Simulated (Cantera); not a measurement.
Mixture: 5.94 % C3H8, 19.8 % O2, 74.3 % N2, at 5.33 atm, adiabatic and at constant volume. Ignition delay is the time to a rise of 400 K.

Computed with Cantera and GRI-Mech 3.0 (53 species, 325 reactions). GRI-Mech 3.0 was tuned for natural gas; its chemistry of propane as a main component is partial and can be far from experiment.

### Question
Predict: delay at 1250 K; delay at 1400 K; delay at 1550 K; delay at 1700 K; apparent activation energy between 1625 and 1775 K.

### Answer
| Quantity | Value |
|---|---|
| delay at 1250 K | 0.963 ms |
| delay at 1400 K | 87.6 µs |
| delay at 1550 K | 15.9 µs |
| delay at 1700 K | 5.03 µs |
| apparent activation energy between 1625 and 1775 K | 150 kJ/mol |
